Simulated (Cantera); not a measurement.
A Cantera script and its output.

```python
import numpy as np
import cantera as ct

gas = ct.Solution("gri30.yaml")
gas.TPX = 1450, 1100000, {'CH3OH': 0.0023, 'O2': 0.0041, 'N2': 1}
reactor = ct.IdealGasConstPressureReactor(gas, energy="off", clone=False)
net = ct.ReactorNet([reactor])
net.rtol, net.atol = 1e-08, 1e-18
show = ['CH3OH', 'O2', 'CO', 'OH', 'N2O', 'H2O2']
times = np.geomspace(5e-06, 200, 10)

steps = ct.SolutionArray(gas, extra=["t"])
rows = []
print(f"{'t/s':>10s}{'T/K':>9s}{'P/Pa':>11s}" + "".join(f"{s:>11s}" for s in show))
for t in times:
    while net.time < t:
        t_next = net.step()
        steps.append(gas.state, t=t_next)
    rows.append([np.interp(t, steps.t, y) for y in (steps.T, steps.P, *steps(*show).X.T)])
    print(f"{t:10.3e}{rows[-1][0]:9.1f}{rows[-1][1]:11.4g}" + "".join(f"{x:11.3e}" for x in rows[-1][2:]))
rate = np.gradient(steps.T, steps.t)
print("integrator steps:", len(steps.t))
if steps.T.max() > steps.T[0] + 200:
    print(f"time of steepest temperature rise: {steps.t[rate.argmax()]:.4e} s")
gas.TPX = 1450, 1100000, {'CH3OH': 0.0023, 'O2': 0.0041, 'N2': 1}
gas.equilibrate("TP")
print(f"equilibrium (TP): T = {gas.T:.1f} K  " + "  ".join(f"{s} {gas[s].X[0]:.3e}" for s in show))
```

Output:

```
       t/s      T/K       P/Pa      CH3OH         O2         CO         OH        N2O       H2O2
 5.000e-06   1450.0    1.1e+06  2.282e-03  4.073e-03  1.480e-07  7.081e-08  1.113e-11  3.798e-10
 3.497e-05   1450.0    1.1e+06  2.237e-03  4.057e-03  1.781e-06  2.057e-07  6.381e-10  9.533e-08
 2.445e-04   1450.0    1.1e+06  1.088e-09  1.770e-03  1.880e-03  1.323e-04  4.244e-07  2.355e-07
 1.710e-03   1450.0    1.1e+06  1.573e-18  8.320e-04  3.625e-04  2.373e-05  1.312e-06  1.597e-08
 1.196e-02   1450.0    1.1e+06 -8.489e-22  6.491e-04  1.193e-05  7.222e-06  8.543e-07  1.590e-09
 8.363e-02   1450.0    1.1e+06 -3.251e-20  6.442e-04  1.703e-07  1.929e-06  3.186e-08  1.152e-10
 5.848e-01   1450.0    1.1e+06 -7.323e-25  6.443e-04  6.150e-08  1.381e-06  1.377e-08  5.920e-11
 4.090e+00   1450.0    1.1e+06  1.682e-26  6.443e-04  6.149e-08  1.381e-06  1.377e-08  5.919e-11
 2.860e+01   1450.0    1.1e+06  1.643e-29  6.443e-04  6.149e-08  1.381e-06  1.377e-08  5.919e-11
 2.000e+02   1450.0    1.1e+06  7.617e-30  6.441e-04  6.150e-08  1.381e-06  1.377e-08  5.919e-11
integrator steps: 2067
equilibrium (TP): T = 1450.0 K  CH3OH 1.186e-29  O2 6.158e-04  CO 6.290e-08  OH 1.366e-06  N2O 1.346e-08  H2O2 5.787e-11
```

Computed with Cantera and GRI-Mech 3.0 (53 species, 325 reactions). GRI-Mech 3.0 was tuned for natural gas; its chemistry of methanol as a main component is partial and can be far from experiment.
